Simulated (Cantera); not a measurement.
An isothermal, constant-pressure homogeneous reactor starts with N2O : N2 = 1 : 0.015 (molar parts), at 1600 K and 0.197 atm.

Model: GRI-Mech 3.0 (53 species, 325 reactions), integrated in Cantera. GRI-Mech 3.0 was tuned for natural gas; its chemistry of N2O as a main component is partial and can be far from experiment. The temperature is held fixed by assumption; the heat of reaction is taken as removed at once.

Q: Predict: x(N2O) at 40.0 s; x(NO) at 40.0 s; x(NO2) at 40.0 s; x(O2) at 40.0 s; x(O) at 40.0 s; x(N2) at 40.0 s.

A: 
```
Item                                                 Value
----------------  ----------------------------------------
x(N2O) at 40.0 s   8.91e-6 (gas-phase equilibrium 5.51e-8)
x(NO) at 40.0 s      0.165 (gas-phase equilibrium 0.00224)
x(NO2) at 40.0 s  0.000322 (gas-phase equilibrium 5.04e-6)
x(O2) at 40.0 s        0.247 (gas-phase equilibrium 0.329)
x(O) at 40.0 s     1.63e-5 (gas-phase equilibrium 1.87e-5)
x(N2) at 40.0 s        0.587 (gas-phase equilibrium 0.669)
```
